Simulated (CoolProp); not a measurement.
Vapour-liquid equilibrium of ethylene (1) + isobutane (2) at 0.448 bar; x and y are mole fractions of (1).

Values from CoolProp's multi-fluid Helmholtz-energy mixture model, Smukala 2000 and Bücker 2006; pair parameters Bell 2016.

### Question
Give the bubble temperature and the first vapour's composition at x = 0.35, 0.5, 0.8. Is there an azeotrope?

### Answer
x = 0.35: 175.2 K, y = 0.993; x = 0.5: 168.2 K, y = 0.997; x = 0.8: 160.1 K, y = 1.000. No azeotrope shows between x = 0.05 and 0.95.

Pair parameters are fitted to limited data, so mixtures are less certain than the pure fluids.
